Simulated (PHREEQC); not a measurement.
Leach liquor (model solution)

Solution (20 °C): 1 mmol/kgw H2SO4 and 23 mmol/kgw MnSO4. Closed to the air; pH follows from the charge balance.

The numbers come from PHREEQC with the ion-association model, phreeqc.dat.

| Item | Value |
|---|---|
| pH | 2.98 |
| ionic strength | 0.0631 mol/kgw |
| specific conductance | 3060 µS/cm |
| density | 1.002 g/cm³ |
| total alkalinity | -2.00 meq/kg |

| species | molality | activity | log γ |
|---|---|---|---|
| SO4-2 | 0.0156 | 0.00679 | -0.362 |
| Mn+2 | 0.0154 | 0.00704 | -0.340 |
| MnSO4 | 0.00760 | 0.00771 | 0.006 |
| H+ | 0.00123 | 0.00104 | -0.073 |
| HSO4- | 0.000765 | 0.000619 | -0.092 |

Precipitation was switched off in this run. Complexes and solids missing from the database can't appear.
